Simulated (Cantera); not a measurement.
A closed system holds: 1 mol MgSO4, 0.089 mol H2O, equilibrated at 1752 °C and 20000 Pa.

Equilibrium computed with Cantera from the NASA thermochemical tables; the gas is ideal and each condensed phase is pure. Candidate condensed phases: H2O, H2SO4, Mg, MgO, Mg(OH)2, MgS, MgSO4, S; 26 gas species. The numbers say what is thermodynamically allowed, not how fast it happens.

Base state: SO2 0.627, O2 0.313, H2O 0.0544, OH 0.00282, O 0.00101, SO3 0.000823, SO 0.000466, H2 7.57e-5 (mole fractions); condensed: MgO(s).

Task: What changes in the equilibrium state with this change: MgSO4 replaced by Mg(OH)2?

Result: 
```json
[
 {"species": "H2O", "before": "0.0544", "after": "0.979"},
 {"species": "H2", "before": "7.57e-5", "after": "0.0112"},
 {"species": "O2", "before": "0.313", "after": "0.00462"},
 {"species": "SO2", "before": "0.627", "after": "0"},
 {"species": "Mg(OH)2", "before": "2.61e-6", "after": "4.69e-5"},
 {"species": "SO3", "before": "0.000823", "after": "0"},
 {"species": "SO", "before": "0.000466", "after": "0"},
 {"species": "H", "before": "3.74e-5", "after": "0.000456"},
 {"species": "MgO(s), mol", "before": "1.000", "after": "1.000"}
]
```
